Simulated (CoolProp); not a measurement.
A single-stage vapour-compression cycle with dimethyl ether: evaporating at 211.15 K (dew point), condensing at 243.15 K (bubble point), superheat 2 K, subcooling 0 K, compressor efficiency 0.6, no pressure losses. Each further row changes one setting.

Model: reference Helmholtz-energy equation of state, Wu 2011, in CoolProp.

| case | cooling COP | pressure ratio | discharge temperature (K) | refrigerating effect (kJ/kg) | volumetric capacity (kJ/m³) |
|---|---|---|---|---|---|
| as stated | 3.53 | 5.61 | 307.3 | 438 | 164 |
| evaporating temperature 216.15 K | ? | 4.12 | 295.9 | 443 | 222 |
| condensing temperature 238.15 K | ? | ? | 294.2 | 449 | 169 |
| subcooling 5 K | 3.62 | 5.61 | 307.3 | 449 | 169 |
| superheat 12 K | 3.47 | 5.61 | ? | ? | 161 |
| compressor efficiency 0.5 | 2.94 | 5.61 | 323.8 | 438 | 164 |

Task: Some entries are withheld; supply them.

Result: 
- evaporating temperature 216.15 K, cooling COP: 4.37
- condensing temperature 238.15 K, cooling COP: 4.26
- condensing temperature 238.15 K, pressure ratio: 4.44
- superheat 12 K, discharge temperature (K): 319.4
- superheat 12 K, refrigerating effect (kJ/kg): 450
